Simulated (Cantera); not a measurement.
An isothermal plug-flow reactor at 975 K and 3.30 bar (inlet), inlet velocity 11 m/s, active area per volume 1900 1/m; feed CO : O2 : N2 = 0.0044 : 0.012 : 0.79 (molar parts), equivalence ratio 0.18.

Cantera simulation using Deutschmann's 1995 Pt surface mechanism with GRI-Mech 3.0 gas chemistry; the numbers are that mechanism's predictions, not measurements. Catalytic surfaces can have several steady states; this one follows from the mechanism file's or the stated starting coverage. Mass transfer to the wall is taken as infinitely fast.

x: gas mole fraction; θ: surface coverage.

| z (m) | x CO | x O2 | x H2O | x CO2 | θ free Pt | θ O* | θ CO* |
|---|---|---|---|---|---|---|---|
| 4.6e-05 | 0.00479 | 0.0146 | <1e-12 | 0.000667 | 0.580 | 0.0135 | 0.406 |
| 7.7e-05 | 0.00432 | 0.0143 | <1e-12 | 0.00114 | 0.600 | 0.0150 | 0.385 |
| 0.00013 | ___ | 0.0139 | <1e-12 | ___ | 0.643 | ___ | ___ |
| 0.00022 | 0.00163 | 0.0130 | <1e-12 | 0.00384 | 0.774 | 0.0492 | 0.177 |
| 0.00036 | 0.000398 | 0.0124 | <1e-12 | 0.00507 | 0.267 | 0.732 | 0.000818 |
| 0.0006 | 0.000173 | 0.0123 | <1e-12 | 0.00530 | 0.233 | 0.767 | 0.000260 |
| 0.001 | 5.28e-5 | 0.0122 | <1e-12 | 0.00542 | 0.221 | 0.779 | 7.07e-5 |
| 0.0017 | 7.50e-6 | 0.0122 | <1e-12 | 0.00546 | 0.218 | 0.782 | 9.66e-6 |
| 0.0028 | ___ | 0.0122 | <1e-12 | 0.00547 | 0.217 | 0.783 | ___ |
| 0.0046 | 2.63e-9 | 0.0122 | <1e-12 | 0.00547 | 0.217 | 0.783 | 3.37e-9 |

### Question
What belongs in the gaps?

### Answer

- 0.00013, x CO: 0.00344
- 0.00013, x CO2: 0.00202
- 0.00013, θ O*: 0.0190
- 0.00013, θ CO*: 0.338
- 0.0028, x CO: 3.66e-7
- 0.0028, θ CO*: 4.69e-7
